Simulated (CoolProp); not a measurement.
A Linde-Hampson liquefier for methane: isothermal reversible compression at 230 K from 1 atm to 20 MPa, throttling to 1 atm, return gas leaving the recuperator 5 K below the feed. Each further row changes one setting.

The numbers come from the reference Helmholtz-energy equation of state, Setzmann 1991 in CoolProp.

```json
[
 {"case": "as stated", "liquid yield per pass": "?", "compression work (kJ/kg of gas)": "541"},
 {"case": "high pressure 40 MPa", "liquid yield per pass": "0.399", "compression work (kJ/kg of gas)": "609"},
 {"case": "warm-end temperature 260 K", "liquid yield per pass": "?", "compression work (kJ/kg of gas)": "?"},
 {"case": "warm-end gap 10 K", "liquid yield per pass": "?", "compression work (kJ/kg of gas)": "541"}
]
```

Some entries are withheld; supply them.


- as stated, liquid yield per pass: 0.388
- warm-end temperature 260 K, liquid yield per pass: 0.285
- warm-end temperature 260 K, compression work (kJ/kg of gas): 647
- warm-end gap 10 K, liquid yield per pass: 0.380
